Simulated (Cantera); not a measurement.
Feed: 1 mol BCl₃, 2.1 mol NH₃, held at 750 K and 3.00 mbar.

Method: chemical equilibrium by Gibbs-energy minimisation in Cantera with the NASA 1993 tables (ideal gas, pure condensed phases). Candidate condensed phases: B, BN, NH₄Cl; 21 gas species. The numbers say what is thermodynamically allowed, not how fast it happens.

Q: What is the equilibrium state?

A: 
```json
{
 "x(HCl)": "0.577",
 "x(H₂)": "0.317",
 "x(N₂)": "0.106",
 "n(BN(s))": "1.00 mol",
 "gas_amount": "5.200 mol",
 "log10 activity of B(s) (absent)": "-11.13"
}
```
